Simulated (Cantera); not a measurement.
**Hydrocarbon pyrolysis for carbon deposition**

An isothermal, constant-pressure homogeneous reactor starts with 10.6 % C2H6, 89.4 % N2, at 1650 K and 1.00 atm.

Model: GRI-Mech 3.0 (53 species, 325 reactions), integrated in Cantera. GRI-Mech 3.0 stops at C3 and has no aromatics, soot or wall deposition, so with more carbon than oxygen in the feed, carbon stays in small species such as C2H2 where larger ones or solid carbon would form.

```tsv
t (s)	x C2H6	x CH3	x H2	x H	x C2H2
2.00e-6	0.105	0.00228	0.000161	2.00e-5	3.23e-8
7.43e-6	0.0953	0.00531	0.00473	0.000122	3.42e-5
2.76e-5	0.0572	0.00537	0.0313	0.000183	0.00239
0.000102	0.00825	0.00201	0.0782	0.000194	0.0220
0.000381	0.000246	0.000359	0.107	5.81e-5	0.0482
0.00141	2.53e-5	0.000138	0.121	2.55e-5	0.0627
0.00525	2.02e-5	0.000130	0.132	2.68e-5	0.0729
0.0195	1.63e-5	0.000118	0.137	2.80e-5	0.0751
0.0725	8.69e-6	8.67e-5	0.147	3.06e-5	0.0783
0.269	2.31e-6	4.41e-5	0.161	3.45e-5	0.0826
1.00	6.61e-7	2.07e-5	0.168	3.71e-5	0.0848
```
x: mole fraction; the columns are a selection and need not sum to one.

Equilibrium at this temperature and pressure: C2H6 2.65e-7, CH3 1.25e-5, H2 0.171, H 3.76e-5, C2H2 0.0398 (gas phase only).
